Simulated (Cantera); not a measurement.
What does this Cantera script print?

```python
import numpy as np
import cantera as ct

gas_names = """
    CL CLO CL2 N NO NO2 NO3 N2 N2O O O2 O3 Si SiCL SiCL2 SiCL3 SiCL4 SiN SiO SiO2 Si2 Si2N Si3
""".split()
cond_names = """
    Si(cr) Si(L) SiO2(Lqz) SiO2(hqz) SiO2(L) Si2N2O(s) Si3N4(a)
""".split()


def load(file, names, dense=False):
    # The tables refer to 1 bar. Condensed volumes are neglected.
    table = {s.name: s for s in ct.Species.list_from_file(file)}
    out = []
    for n in names:
        d = dict(table[n].input_data)
        d["thermo"] = dict(d["thermo"], **{"reference-pressure": 1e5})
        if dense:
            d["equation-of-state"] = {"model": "constant-volume", "density": "1e6 g/cm^3"}
        out.append(ct.Species.from_dict(d))
    return out


gas = ct.Solution(thermo="ideal-gas", species=load("nasa_gas.yaml", gas_names))
cond = {s.name: ct.Solution(thermo="fixed-stoichiometry", species=[s], name=s.name)
        for s in load("nasa_condensed.yaml", cond_names, dense=True)}
atoms = {
    'SiCl4': {'Si': 1, 'CL': 4},
    'N2O': {'N': 2, 'O': 1},
    'N2': {'N': 2},
    'O3': {'O': 3},
}
top_T = {'Si2N2O(s)': 2100, 'Si3N4(a)': 2400}  # K; cautious upper limits of use, not melting points


def equilibrate(T, P, feed):
    n = {}
    for name, mol in feed.items():
        for a, k in atoms[name].items():
            n[a] = n.get(a, 0.0) + k * mol
    gas.TPX = T, P, n
    mass = sum(n.values()) * gas.mean_molecular_weight
    gas.equilibrate("TP")
    valid = [c for c in cond.values() if c.min_temp <= T <= top_T.get(c.name, c.max_temp)]
    mix = ct.Mixture([(gas, mass / gas.mean_molecular_weight)] + [(c, 0.0) for c in valid])
    mix.T, mix.P = T, P
    mix.equilibrate("TP", solver="vcs", rtol=1e-11, max_steps=5000)
    return mix


results = []
feed = {'SiCl4': 1, 'N2O': 0.23, 'N2': 78, 'O3': 5}  # mol
P = 100000  # Pa
for T in [648, 723, 798, 873, 948, 1023, 1098, 1173, 1248, 1323, 1398]:
    mix = equilibrate(T, P, feed)
    results.append((T, P, feed, dict(zip(mix.species_names, mix.species_moles))))

top = {s: max(r[3][s] / sum(r[3][g] for g in gas_names) for r in results) for s in gas_names}
cols = sorted((s for s in top if top[s] > 1e-06), key=lambda s: -top[s])[:6]
seen = [c for c in cond_names if any(r[3].get(c, 0) > 1e-12 for r in results)]
print("log10 of partial pressures in bar; condensed amounts in mol")
print(f"{'T/K':>10s}" + "".join(f"{s[:9]:>10s}" for s in cols + seen))
for T, P, feed, n in results:
    ng = sum(n[g] for g in gas_names)
    print(f"{T:10.4g}" + "".join(f"{np.log10(max(n[s] / ng * P / 1e5, 1e-99)):10.3f}" for s in cols)
          + "".join(f"{n.get(c, 0):10.4g}" for c in seen))
```

It prints:

```
log10 of partial pressures in bar; condensed amounts in mol
       T/K        N2        O2       CL2        CL        NO       CLO SiO2(Lqz) SiO2(hqz)
       648    -0.045    -1.118    -1.638    -7.736    -7.289    -8.877         1         0
       723    -0.045    -1.118    -1.638    -6.706    -6.525    -8.029         1         0
       798    -0.045    -1.118    -1.638    -5.868    -5.904    -7.339         1         0
       873    -0.045    -1.118    -1.638    -5.172    -5.390    -6.768         0         1
       948    -0.045    -1.118    -1.638    -4.586    -4.958    -6.286         0         1
      1023    -0.045    -1.118    -1.639    -4.084    -4.589    -5.876         0         1
      1098    -0.045    -1.118    -1.640    -3.650    -4.270    -5.522         0         1
      1173    -0.046    -1.119    -1.643    -3.272    -3.992    -5.213         0         1
      1248    -0.046    -1.119    -1.649    -2.941    -3.747    -4.944         0         1
      1323    -0.046    -1.120    -1.660    -2.649    -3.531    -4.708         0         1
      1398    -0.046    -1.121    -1.679    -2.392    -3.338    -4.502         0         1
```

Method: chemical equilibrium by Gibbs-energy minimisation in Cantera with the NASA 1993 tables (ideal gas, pure condensed phases). The tables hold silica as quartz up to 1696 K and as liquid above; real silica turns to tridymite and cristobalite and melts near 1996 K.
